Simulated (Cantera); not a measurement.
Charge: 1 mol SiH₄, 0.49 mol N₂, held at 1898.15 K and 1000 Pa.

Cantera equilibrium calculation (NASA polynomials, part measured and part estimated; ideal gas, pure solids and liquids). Candidate condensed phases: Si, Si₃N₄; 18 gas species. The tables' values for SiN are old estimates; treat these amounts as uncertain. Gases not in the tables: Si₂H₆ and higher silanes. Equilibrium is a limit: real reactors are often held back by kinetics, nucleation or transport.

Base state: H₂ 0.796, N₂ 0.196, H 0.00698, Si 0.00123, SiH 9.58e-5, SiH₂ 4.59e-5, Si₂N 2.66e-5, SiN 1.83e-5 (mole fractions); condensed: Si(l).

Task: What changes in the equilibrium state with this change: temperature from 1898.15 K to 1073 K?

Result: 
| species | before | after |
|---|---|---|
| H₂ | 0.796 | 1.00 |
| H | 0.00698 | 1.40e-7 |
| N₂ | 0.196 | 3.45e-8 |
| Si | 0.00123 | <1e-9 |
| SiH | 9.58e-5 | <1e-9 |
| SiH₂ | 4.59e-5 | <1e-9 |
| Si₂N | 2.66e-5 | <1e-9 |
| Si(l), mol | 0.996 | 0 |
| Si(s), mol | 0 | 0.265 |
| Si₃N₄(s), mol | 0 | 0.245 |
N₂ is the only nitrogen source here; it is nearly inert below about 1500 K, so the nitride shown seldom forms there in practice. Mutual solubility and eutectic melting of coexisting phases are not modelled.

Task: What changes in the equilibrium state with this change: temperature from 1898.15 K to 1325 K?

Result: 
| species | before | after |
|---|---|---|
| H₂ | 0.796 | 1.000 |
| N₂ | 0.196 | 9.50e-5 |
| H | 0.00698 | 1.64e-5 |
| SiH₂ | 4.59e-5 | 1.17e-7 |
| Si | 0.00123 | 9.43e-9 |
| Si₂N | 2.66e-5 | <1e-9 |
| Si(l), mol | 0.996 | 0 |
| Si(s), mol | 0 | 0.265 |
| Si₃N₄(s), mol | 0 | 0.245 |
N₂ is the only nitrogen source here; it is nearly inert below about 1500 K, so the nitride shown seldom forms there in practice. Mutual solubility and eutectic melting of coexisting phases are not modelled.

Task: What changes in the equilibrium state with this change: temperature from 1898.15 K to 1125 K?

Result: 
```csv
species,before,after
H₂,0.796,1.000
H,0.00698,4.44e-7
N₂,0.196,2.38e-7
SiH₂,4.59e-5,2.37e-9
Si,0.00123,<1e-9
SiH,9.58e-5,<1e-9
Si₂N,2.66e-5,<1e-9
"Si(l), mol",0.996,0
"Si(s), mol",0,0.265
"Si₃N₄(s), mol",0,0.245
```
N₂ is the only nitrogen source here; it is nearly inert below about 1500 K, so the nitride shown seldom forms there in practice. Mutual solubility and eutectic melting of coexisting phases are not modelled.
